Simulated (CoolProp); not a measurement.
2000 sccm (0 °C, 1 atm) of nitrogen bubbles through liquid dodecamethylpentasiloxane (MD3M) at 350.9 K and leaves saturated at a total pressure of 0.00968 MPa (ideal gas phase). Each further row changes one setting.

Model: reference Helmholtz-energy equation of state, Thol 2019, in CoolProp.

| case | vapour pressure (kPa) | mole fraction of vapour | delivery (mg/min) | delivery (sccm) | change of delivery for a bath 1 K warmer (%) |
|---|---|---|---|---|---|
| as stated | 0.339 | (withheld) | (withheld) | 72.6 | 6.4 |
| bath temperature 355.9 K | 0.456 | 0.0471 | (withheld) | (withheld) | 6.3 |
| total pressure 0.0194 MPa | 0.339 | (withheld) | 611 | 35.6 | 6.3 |

Q: Some entries are withheld; supply them.

A: 
- as stated, mole fraction of vapour: 0.0350
- as stated, delivery (mg/min): 1250
- bath temperature 355.9 K, delivery (mg/min): 1700
- bath temperature 355.9 K, delivery (sccm): 98.8
- total pressure 0.0194 MPa, mole fraction of vapour: 0.0175
